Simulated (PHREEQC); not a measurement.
# Metal-bearing waste water

Solution (25 °C): 3.2 mmol/kgw CuSO4. Closed to the air; pH follows from the charge balance.

Equilibrium calculation in PHREEQC: ion-association model, wateq4f.dat.

Each row changes one thing in this solution. This is a speciation only: nothing precipitates in the calculation.

```
case                                            pH  ionic strength (mol/kgw)  SO4-2 (mol/kgw)  HSO4- (mol/kgw)
--------------------------------------------  ----  ------------------------  ---------------  ---------------
as made                                       5.10                    0.0104          0.00259          1.46e-6
CuSO4 from 0.0032 to 0.0016 mol/kgw           5.24                   0.00555          0.00139              [?]
diluted 5-fold with water                     5.41                   0.00237         0.000593          1.91e-7
CuSO4 replaced by FeSO4 at the same molality  6.16                    0.0106              [?]          1.32e-7
0.0036 mol/kgw NaHSO4 added                   2.61                       [?]          0.00506              [?]
```

Question: Some entries are withheld; supply them.

Answer: 
- CuSO4 from 0.0032 to 0.0016 mol/kgw, HSO4- (mol/kgw): 6.21e-7
- CuSO4 replaced by FeSO4 at the same molality, SO4-2 (mol/kgw): 0.00265
- 0.0036 mol/kgw NaHSO4 added, ionic strength (mol/kgw): 0.0184
- 0.0036 mol/kgw NaHSO4 added, HSO4- (mol/kgw): 0.000825

Some of these states are supersaturated (in Brochantite, Antlerite, for instance).
